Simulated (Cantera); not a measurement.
A freely propagating, adiabatic, planar premixed flame of 22.5 % H2, 16.3 % O2, 61.2 % N2, unburnt at 425 K and 82.5 Torr; mixture-averaged transport, grid criteria slope 0.08 and curve 0.16, no radiation.

Model: the H2/O2 subset of GRI-Mech 3.0, which has no nitrogen chemistry, integrated in Cantera. Burning velocities carry a grid error of a few per cent, more on coarse grids. Lean hydrogen flames are cellular in practice and burn faster than this planar one.

Q: Predict: laminar burning velocity; thermal thickness; peak x(OH); peak x(HO2); peak x(O); peak x(H).

A: 
| Property | Result |
|---|---|
| laminar burning velocity | 241 cm/s |
| thermal thickness | 7.10 mm |
| peak x(OH) | 0.0126 |
| peak x(HO2) | 8.75e-5 |
| peak x(O) | 0.0145 |
| peak x(H) | 0.0469 |
